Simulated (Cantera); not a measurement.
Charge: 1 mol PbO, 0.97 mol CO, 0.11 mol N2, held at 1000 °C and 29.0 mbar.

Method: chemical equilibrium by Gibbs-energy minimisation in Cantera with the NASA 1993 tables (ideal gas, pure condensed phases). Candidate condensed phases: C, Pb, PbO, PbO2, Pb3O4; 27 gas species. Each liquid is taken as pure. Mutual solubility and eutectic melting of coexisting phases are not modelled. Gases not in the tables: (PbO)n polymers. Rates play no part.

Base state: CO2 0.832, N2 0.0944, Pb 0.0634, PbO 0.00967, CO 0.000592 (mole fractions); condensed: Pb(l) + PbO(l).

What changes in the equilibrium state with this change: temperature from 1000 °C to 625 °C?


| species | before | after |
|---|---|---|
| CO2 | 0.832 | 0.898 |
| N2 | 0.0944 | 0.102 |
| Pb | 0.0634 | 4.48e-5 |
| PbO | 0.00967 | 2.38e-7 |
| CO | 0.000592 | 3.83e-5 |
| Pb(l), mol | 0.895 | 0.970 |
| PbO(l), mol | 0.0194 | 0 |
| PbO(yellow), mol | 0 | 0.0300 |
